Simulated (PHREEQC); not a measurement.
A column of 1 m (40 cells, dispersivity 0.08 m, 300 s a shift, diffusion coefficient 3e-10 m²/s) holds 0.0042 eq of the database's cation exchanger X per kg of pore water, first in equilibrium with 0.042 mol NH4Cl and 1e-05 mol HCl per kg of water. It is flushed with 0.0038 mol Na2SO4 and 1e-05 mol HCl per kg of water, at 15 °C. Values are for the last cell. The system is closed to CO2. No solid was allowed to form.

Equilibrium calculation in PHREEQC: ion-association model, phreeqc.dat.

| pore volumes | Na in solution (mol/kgw) | S in solution (mol/kgw) | Cl in solution (mol/kgw) | NH4 in solution (mol/kgw) | NH4X on the exchanger (mol/kgw) | NaX on the exchanger (mol/kgw) |
|---|---|---|---|---|---|---|
| 0 | 0 | 0 | 0.0420 | 0.0420 | 0.00420 | 0 |
| 0.1375 | 1.31e-12 | 1.29e-12 | 0.0420 | 0.0420 | 0.00420 | 3.19e-14 |
| 0.3875 | 5.35e-5 | 3.36e-5 | 0.0416 | 0.0416 | 0.00420 | 1.31e-6 |
| 0.5125 | 0.000354 | 0.000216 | 0.0396 | 0.0397 | 0.00419 | … |
| 0.6375 | 0.00101 | 0.000610 | 0.0353 | 0.0355 | 0.00417 | 2.89e-5 |
| 0.7625 | 0.00188 | 0.00115 | 0.0293 | 0.0297 | 0.00414 | 6.39e-5 |
| 1.012 | 0.00353 | 0.00223 | 0.0173 | 0.0182 | 0.00401 | 0.000190 |
| 1.137 | 0.00412 | 0.00266 | 0.0126 | 0.0138 | 0.00391 | 0.000287 |
| 1.262 | 0.00454 | 0.00299 | 0.00894 | 0.0104 | 0.00379 | 0.000408 |
| 1.512 | 0.00505 | 0.00341 | 0.00427 | 0.00604 | 0.00348 | 0.000718 |
| 1.637 | … | 0.00354 | 0.00290 | 0.00475 | … | 0.000898 |
| 1.762 | 0.00538 | 0.00362 | 0.00195 | 0.00381 | 0.00311 | 0.00109 |
| 1.887 | 0.00553 | 0.00368 | 0.00131 | 0.00313 | 0.00292 | 0.00128 |
| 2.138 | 0.00584 | 0.00375 | 0.000580 | 0.00223 | 0.00255 | 0.00165 |
| 2.263 | 0.00599 | 0.00377 | 0.000385 | 0.00192 | 0.00237 | 0.00183 |
| 2.388 | 0.00613 | 0.00378 | 0.000257 | 0.00167 | 0.00220 | 0.00200 |
| 2.513 | 0.00627 | 0.00379 | 0.000172 | 0.00147 | 0.00204 | 0.00216 |
| 2.763 | … | 0.00379 | 7.91e-5 | 0.00115 | 0.00175 | 0.00245 |
| 2.888 | 0.00662 | 0.00380 | 5.51e-5 | 0.00102 | … | 0.00259 |
| 3.013 | 0.00671 | 0.00380 | 3.94e-5 | 0.000910 | 0.00149 | 0.00271 |
| 3.263 | 0.00688 | 0.00380 | 2.25e-5 | 0.000729 | 0.00126 | 0.00294 |
| 3.388 | 0.00695 | 0.00380 | … | 0.000653 | 0.00116 | 0.00304 |
| 3.513 | 0.00702 | 0.00380 | 1.53e-5 | 0.000586 | 0.00106 | 0.00314 |
| 3.638 | 0.00708 | 0.00380 | 1.34e-5 | 0.000527 | 0.000970 | 0.00323 |
| 3.888 | 0.00718 | 0.00380 | 1.15e-5 | … | … | 0.00339 |
| 4.013 | 0.00722 | 0.00380 | 1.09e-5 | 0.000382 | 0.000740 | 0.00346 |

Question: Fill in the missing entries.

Answer: 
- 0.5125, NaX on the exchanger (mol/kgw): 9.10e-6
- 1.637, Na in solution (mol/kgw): 0.00522
- 1.637, NH4X on the exchanger (mol/kgw): 0.00330
- 2.763, Na in solution (mol/kgw): 0.00651
- 2.888, NH4X on the exchanger (mol/kgw): 0.00161
- 3.388, Cl in solution (mol/kgw): 1.81e-5
- 3.888, NH4 in solution (mol/kgw): 0.000425
- 3.888, NH4X on the exchanger (mol/kgw): 0.000811

Species that the database lacks are ignored.
